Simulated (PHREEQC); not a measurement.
1 kg of water holding 0.011 mol/kgw MgBr2, 0.0038 mol/kgw KCl and 0.012 mol/kgw NaCl is evaporated at 25 °C; the solids stay in contact with the brine. CO2 from the air is kept out. The run lets Bischofite, Brucite, Carnallite, Halite, Sylvite, MgCl2_4H2O precipitate or redissolve, and no other solid.

Equilibrium calculation in PHREEQC: Pitzer model, pitzer.dat.

```tsv
water left (kg)	ionic strength	water activity	Mg in solution (mol/kgw)	Na in solution (mol/kgw)	Cl in solution (mol/kgw)
1	0.0488	0.999	0.0110	0.0120	0.0158
0.6755	0.0722	0.998	0.0163	0.0178	0.0234
0.4563	0.107	0.998	0.0241	0.0263	0.0346
0.3082	0.158	0.997	0.0357	0.0389	0.0513
0.1711	0.285	0.994	0.0643	0.0701	0.0923
0.1156	0.422	0.991	0.0951	0.104	0.137
0.07809	0.625	0.986	0.141	0.154	0.202
0.05275	0.925	0.980	0.209	0.227	0.299
0.03564	1.37	0.969	0.309	0.337	0.443
0.01979	2.47	0.939	0.556	0.607	0.799
0.01337	3.65	0.901	0.823	0.897	1.18
0.00903	5.40	0.833	1.22	1.33	1.75
0.006093	8.01	0.715	1.81	1.97	2.59
```
